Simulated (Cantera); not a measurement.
Input: 1 mol SiH4, 0.64 mol NH3, equilibrated at 825 K and 0.000310 bar.

These are equilibrium values from Cantera (NASA tables, ideal gas, pure condensed phases), not measurements of a reactor. Candidate condensed phases: Si, Si3N4; 18 gas species. Kinetics and transport are ignored.

Base state: H2 1.00 (mole fractions); condensed: Si(s) + Si3N4(s).

Task: What changes in the equilibrium state with this change: temperature from 825 K to 1848.15 K?

Result: 
```tsv
species	before	after
H2	1.00	0.857
N2	<1e-9	0.0941
H	<1e-9	0.0279
Si	<1e-9	0.0203
SiH	<1e-9	0.000329
Si2	<1e-9	0.000141
Si(s), mol	0.520	0
Si3N4(s), mol	0.160	0
Si(l), mol	0	0.928
```
The tables' values for SiN are old estimates; treat these amounts as uncertain. Gases not in the tables: Si2H6 and higher silanes.
